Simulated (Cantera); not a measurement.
**Adiabatic ignition**

An adiabatic, constant-pressure homogeneous reactor starts with CH₄ : O₂ : N₂ : H₂O = 1 : 1.67 : 6.27 : 1.4 (molar parts), at 1000 K and 2600000 Pa.

Detailed kinetics in Cantera: GRI-Mech 3.0 (53 species, 325 reactions). The pressure lies above the range GRI-Mech 3.0 was tuned for (to about 10 atm).

| t (s) | T (K) | x CH₄ | x O₂ | x H₂O | x HO₂ | x H₂O₂ |
|---|---|---|---|---|---|---|
| 4.00e-6 | 1000 | 0.0967 | 0.162 | 0.135 | 7.81e-10 | 2.78e-12 |
| 1.05e-5 | 1000 | 0.0967 | 0.162 | 0.135 | 2.04e-9 | 1.91e-11 |
| 2.77e-5 | 1000 | 0.0967 | 0.162 | 0.135 | 5.31e-9 | 1.30e-10 |
| 7.28e-5 | 1000 | 0.0967 | 0.162 | 0.135 | 1.36e-8 | 8.58e-10 |
| 0.000192 | 1000 | 0.0967 | 0.162 | 0.135 | 3.30e-8 | 5.32e-9 |
| 0.000504 | 1000 | 0.0967 | 0.162 | 0.135 | 7.31e-8 | 2.81e-8 |
| 0.00133 | 1000 | 0.0967 | 0.162 | 0.135 | 1.36e-7 | 1.05e-7 |
| 0.00349 | 1000 | 0.0967 | 0.162 | 0.135 | 2.14e-7 | 2.31e-7 |
| 0.00918 | 1000 | 0.0967 | 0.161 | 0.135 | 4.52e-7 | 5.51e-7 |
| 0.0241 | 1003 | 0.0963 | 0.161 | 0.136 | 2.54e-6 | 5.34e-6 |
| 0.0635 | 2430 | 7.71e-12 | 7.24e-5 | 0.289 | 1.15e-7 | 7.57e-8 |
| 0.167 | 2430 | 7.71e-12 | 7.24e-5 | 0.289 | 1.15e-7 | 7.57e-8 |
| 0.439 | 2430 | 7.71e-12 | 7.24e-5 | 0.289 | 1.15e-7 | 7.57e-8 |
| 1.16 | 2430 | 7.71e-12 | 7.24e-5 | 0.289 | 1.15e-7 | 7.57e-8 |
| 3.04 | 2430 | 7.71e-12 | 7.24e-5 | 0.289 | 1.15e-7 | 7.57e-8 |
| 8.00 | 2430 | 7.71e-12 | 7.24e-5 | 0.289 | 1.15e-7 | 7.57e-8 |
x: mole fraction; the columns are a selection and need not sum to one.

| Property | Value |
|---|---|
| time of steepest temperature rise | 34.8 ms |
| temperature at 8.00 s | 2430 K |
| equilibrium temperature | 2430 K |
| x(CH₄) at 8.00 s | 7.71e-12 (gas-phase equilibrium 8.65e-12) |
| x(O₂) at 8.00 s | 7.24e-5 (gas-phase equilibrium 7.24e-5) |
| x(H₂O) at 8.00 s | 0.289 (gas-phase equilibrium 0.289) |
